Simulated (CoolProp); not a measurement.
Vapour-liquid equilibrium of n-octane (1) + p-xylene (2) at 524.2 K; x and y are mole fractions of (1).

The numbers come from the multi-fluid Helmholtz-energy mixture model, Beckmüller 2019 and Zhou 2012; pair parameters Bell 2016 in CoolProp.

**Question.** Give the bubble pressure and the first vapour's composition at x = 0.125, 0.35, 0.5. Is there an azeotrope?

**Answer.** x = 0.125: 1065 kPa, y = 0.158; x = 0.35: 1150 kPa, y = 0.398; x = 0.5: 1196 kPa, y = 0.541. No azeotrope shows between x = 0.05 and 0.95.

The pair parameters rest on a limited set of measurements; away from them the model extrapolates.
